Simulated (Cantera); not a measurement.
An adiabatic, constant-pressure homogeneous reactor starts with CH4 : O2 : N2 = 1 : 2.33 : 8.74 (molar parts), equivalence ratio 0.86, at 1148 K and 0.250 bar. Integrator tolerance rtol = 1e-08.

Model: GRI-Mech 3.0 (53 species, 325 reactions), integrated in Cantera.

What does this change do: constant volume in place of constant pressure?


```
quantity                                                            before                                  after
---------------------------------  ---------------------------------------  -------------------------------------
time of steepest temperature rise                                  0.284 s                                0.274 s
temperature at 0.500 s                                              2470 K                                 2650 K
equilibrium temperature                                             2470 K                                 2650 K
x(CH4) at 0.500 s                    <1e-12 (gas-phase equilibrium <1e-12)  <1e-12 (gas-phase equilibrium <1e-12)
x(O2) at 0.500 s                     0.0325 (gas-phase equilibrium 0.0325)  0.0341 (gas-phase equilibrium 0.0341)
x(CH3) at 0.500 s                    <1e-12 (gas-phase equilibrium <1e-12)  <1e-12 (gas-phase equilibrium <1e-12)
x(NO) at 0.500 s                   0.00813 (gas-phase equilibrium 0.00813)  0.0112 (gas-phase equilibrium 0.0112)
x(CH2) at 0.500 s                    <1e-12 (gas-phase equilibrium <1e-12)  <1e-12 (gas-phase equilibrium <1e-12)
x(C2H4) at 0.500 s                   <1e-12 (gas-phase equilibrium <1e-12)  <1e-12 (gas-phase equilibrium <1e-12)
x(C2H2) at 0.500 s                   <1e-12 (gas-phase equilibrium <1e-12)  <1e-12 (gas-phase equilibrium <1e-12)
```

What does this change do: N2 8.74 to 19 parts?


```json
[
 {"quantity": "time of steepest temperature rise", "before": "0.284 s", "after": "not reached"},
 {"quantity": "temperature at 0.500 s", "before": "2470 K", "after": "1158 K"},
 {"quantity": "equilibrium temperature", "before": "2470 K", "after": "2075 K"},
 {"quantity": "x(CH4) at 0.500 s", "before": "<1e-12 (gas-phase equilibrium <1e-12)", "after": "0.0430 (gas-phase equilibrium <1e-12)"},
 {"quantity": "x(O2) at 0.500 s", "before": "0.0325 (gas-phase equilibrium 0.0325)", "after": "0.103 (gas-phase equilibrium 0.0141)"},
 {"quantity": "x(CH3) at 0.500 s", "before": "<1e-12 (gas-phase equilibrium <1e-12)", "after": "1.85e-5 (gas-phase equilibrium <1e-12)"},
 {"quantity": "x(NO) at 0.500 s", "before": "0.00813 (gas-phase equilibrium 0.00813)", "after": "<1e-12 (gas-phase equilibrium 0.00253)"},
 {"quantity": "x(CH2) at 0.500 s", "before": "<1e-12 (gas-phase equilibrium <1e-12)", "after": "2.86e-11 (gas-phase equilibrium <1e-12)"},
 {"quantity": "x(C2H4) at 0.500 s", "before": "<1e-12 (gas-phase equilibrium <1e-12)", "after": "6.00e-5 (gas-phase equilibrium <1e-12)"},
 {"quantity": "x(C2H2) at 0.500 s", "before": "<1e-12 (gas-phase equilibrium <1e-12)", "after": "8.76e-8 (gas-phase equilibrium <1e-12)"}
]
```
